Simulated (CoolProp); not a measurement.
The numbers come from the reference Helmholtz-energy equation of state, Colonna 2008 in CoolProp. It is a short technical equation, of lower accuracy than the large ones.

Problem. For dodecamethylcyclohexasiloxane (D6), give the phase and the density (kg/m³), cv (kJ/(kg K)), isothermal compressibility (1/MPa), expansivity (1/kK) at 303.15 °C and 5.55 MPa.

Solution. 
- 303.15 °C and 5.55 MPa: liquid; density 685, cv 1.92, isothermal compressibility 0.0144, expansivity 1.72
